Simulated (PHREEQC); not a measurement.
Make-up at 80 °C: 0.0027 mol/kgw HF, 0.12 mol/kgw H2SiF6, 0.28 mol/kgw H3BO3 and 0.014 mol/kgw HCl. Closed to the air; pH follows from the charge balance.

All values are PHREEQC results (ion-association model, phreeqc.dat), not measurements.

This is a speciation only: nothing precipitates in the calculation.

Question: Order these F species by the share of F that they hold, largest first: BF2(OH)2-, SiF6-2, BF4-, HF, BF3OH-.

Answer: BF4- (82 %), SiF6-2 (11 %), HF (3.3 %), BF3OH- (2.8 %), BF2(OH)2- (0.69 %)

The pH is 0.81 and the ionic strength 0.212 mol/kgw. Examples of supersaturated solids here: SiO2(a), Quartz (slow to form). Others may be too. Constants without temperature data keep their 25 °C values here. SiF6-2 is the database's only silicon fluoride. Real BF4- forms and hydrolyses slowly; the run takes it at equilibrium.
